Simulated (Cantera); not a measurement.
Feed: 1 mol Fe3O4, 3.4 mol H2, 12 mol N2, held at 1900 K and 0.000190 bar.

Cantera equilibrium calculation (NASA polynomials, part measured and part estimated; ideal gas, pure solids and liquids). Candidate condensed phases: Fe, FeO, Fe(OH)2, Fe(OH)3, Fe2O3, Fe3O4, H2O; 27 gas species. The tables' stoichiometric FeO is somewhat more stable than real wüstite, so its field is too wide. FeO: taken at fixed stoichiometry. The numbers say what is thermodynamically allowed, not how fast it happens.

Base state: N2 0.698, H2O 0.143, Fe 0.0901, H2 0.0474, H 0.0125, FeO 0.00420, OH 0.00310, O2 0.000808 (mole fractions); condensed: FeO(l).

**Question.** What changes in the equilibrium state with this change: 0.014 mol Cl2 added?

**Answer.** 
| species | before | after |
|---|---|---|
| N2 | 0.698 | 0.698 |
| H2O | 0.143 | 0.142 |
| Fe | 0.0901 | 0.0897 |
| HCl | 0 | 0.00134 |
| H2 | 0.0474 | 0.0471 |
| H | 0.0125 | 0.0125 |
| Cl | 0 | 0.000269 |
| O2 | 0.000808 | 0.000815 |
| O | 0.000615 | 0.000618 |
| NO | 0.000335 | 0.000336 |
| Fe(OH)2 | 3.50e-5 | 3.49e-5 |
| FeO(l), mol | 1.38 | 1.38 |
Further candidate phases: FeCl2, FeCl3, NH4Cl.
